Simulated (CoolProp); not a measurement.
Properties of n-undecane at several states (Tc = 638.8 K, pc = 1990 kPa, ω = 0.539).

The numbers come from the reference Helmholtz-energy equation of state, Aleksandrov 2011 in CoolProp. It is a short technical equation, of lower accuracy than the large ones.

```
T (K)  p (kPa)   phase  density (kg/m³)  speed of sound (m/s)  expansivity (1/kK)
-----  -------  ------  ---------------  --------------------  ------------------
397.5      530  liquid              [?]                   [?]               1.201
317.6      167  liquid            721.7                  1189               1.053
448.4     32.9     gas            1.416                 152.5               2.492
470.4     32.4     gas            1.322                   [?]               2.316
523.2     3420  liquid            558.5                 558.3               1.741
```

Question: Fill in the missing entries.

Answer: 
- 397.5, density (kg/m³): 660.6
- 397.5, speed of sound (m/s): 904.3
- 470.4, speed of sound (m/s): 156.9
